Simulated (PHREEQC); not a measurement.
## Copper plating or etch bath: speciation

Consider water at 20 °C with 43 mmol/kgw Cu(BF4)2, 0.1 mmol/kgw HNO3 and 120 mmol/kgw NaCl. Closed to the air; pH follows from the charge balance.

Equilibrium calculation in PHREEQC: ion-association model, wateq4f.dat.

This is a speciation only: nothing precipitates in the calculation.

### Question
Estimate the pH, ionic strength.

### Answer
pH 2.66; ionic strength 0.244 mol/kgw.

### Question
In which forms is F present?

### Answer
BF4- 93 %, BF3OH- 3.6 %, HF 1.8 %, F- 0.9 % of the F.

Real BF4- forms and hydrolyses slowly; the run takes it at equilibrium.
